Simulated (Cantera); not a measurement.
Mixture: CH4 : O2 : N2 = 1 : 1.33 : 5.47 (molar parts), at 1.01 bar, adiabatic and at constant volume. Ignition delay is the time to a rise of 400 K.

Computed with Cantera and GRI-Mech 3.0 (53 species, 325 reactions).

### Question
What does this change do: N2 5.47 to 11 parts?

### Answer
| quantity | before | after |
|---|---|---|
| delay at 1248 K | 29.6 ms | 60.5 ms |
| delay at 1448 K | 2.44 ms | 4.72 ms |
| delay at 1648 K | 0.346 ms | 0.600 ms |
| delay at 1848 K | 84.1 µs | 0.137 ms |
| delay at 2048 K | 29.3 µs | 46.5 µs |
| apparent activation energy between 1948 and 2148 K | 160 kJ/mol | 160 kJ/mol |
